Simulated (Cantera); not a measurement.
A Cantera script and what it prints.

```python
import numpy as np
import cantera as ct

gas_names = [...]  # 116 gases of nasa_gas.yaml made of C, H, Mg, O
cond_names = """
    C(gr) C6H6(L) C7H8(L) C8H18(L),n-octa H2O(s) H2O(L) Mg(cr) Mg(L) MgCO3(s) MgO(s) MgO(L) MgO2H2(s)
""".split()


# ... load() reads the species with a 1 bar reference pressure and builds the phases ...
atoms = {
    'MgO': {'Mg': 1, 'O': 1},
    'C': {'C': 1},
    'H2': {'H': 2},
}
top_T = {'C(gr)': 4500}  # K; cautious upper limits of use, not melting points


# ... equilibrate(T, P, feed) seeds the gas with the atoms and calls Mixture.equilibrate('TP', solver="vcs", rtol=1e-11, max_steps=5000) ...
results = []
feed = {'MgO': 1, 'C': 6.8, 'H2': 0.72}  # mol
T = 2000  # K
for P in [10, 36, 130, 460, 1700, 6000, 22000, 77000, 280000, 1000000]:
    mix = equilibrate(T, P, feed)
    results.append((T, P, feed, dict(zip(mix.species_names, mix.species_moles))))

top = {s: max(r[3][s] / sum(r[3][g] for g in gas_names) for r in results) for s in gas_names}
cols = sorted((s for s in top if top[s] > 1e-06), key=lambda s: -top[s])[:9]
seen = [c for c in cond_names if any(r[3].get(c, 0) > 1e-12 for r in results)]
print("log10 of partial pressures in bar; condensed amounts in mol")
print(f"{'P/Pa':>10s}" + "".join(f"{s[:9]:>10s}" for s in cols + seen))
for T, P, feed, n in results:
    ng = sum(n[g] for g in gas_names)
    print(f"{P:10.4g}" + "".join(f"{np.log10(max(n[s] / ng * P / 1e5, 1e-99)):10.3f}" for s in cols)
          + "".join(f"{n.get(c, 0):10.4g}" for c in seen))
```

It prints:

```
log10 of partial pressures in bar; condensed amounts in mol
      P/Pa        H2        CO        Mg         H       CH4       MgH C2H2,acet      C2H4       H2O     C(gr)    MgO(s)
        10    -4.664    -4.451    -4.451    -5.121   -12.701    -8.592    -7.779   -14.615   -13.047     5.799         0
        36    -4.067    -3.887    -3.887    -4.822   -11.506    -7.730    -7.182   -13.420   -11.886     5.799         0
       130    -3.488    -3.326    -3.326    -4.533   -10.348    -6.878    -6.602   -12.262   -10.744     5.799         0
       460    -2.928    -2.774    -2.775    -4.253    -9.228    -6.047    -6.042   -11.142    -9.633     5.799         0
      1700    -2.354    -2.205    -2.206    -3.966    -8.080    -5.192    -5.469    -9.994    -8.490     5.799         0
      6000    -1.803    -1.657    -1.658    -3.691    -6.979    -4.368    -4.918    -8.893    -7.391     5.799         0
   2.2e+04    -1.238    -1.092    -1.094    -3.408    -5.848    -3.522    -4.352    -7.762    -6.261     5.799         0
   7.7e+04    -0.694    -0.548    -0.551    -3.136    -4.760    -2.706    -3.808    -6.674    -5.172     5.799         0
   2.8e+05     0.315    -0.439    -0.448    -2.631    -2.742    -2.100    -2.799    -4.656    -4.055     6.672    0.8737
     1e+06     0.964    -0.434    -0.453    -2.307    -1.443    -1.780    -2.150    -3.357    -3.400     6.768    0.9715
```

These are equilibrium values from Cantera (NASA tables, ideal gas, pure condensed phases), not measurements of a reactor. The tables' values for MgH are old estimates; treat these amounts as uncertain.
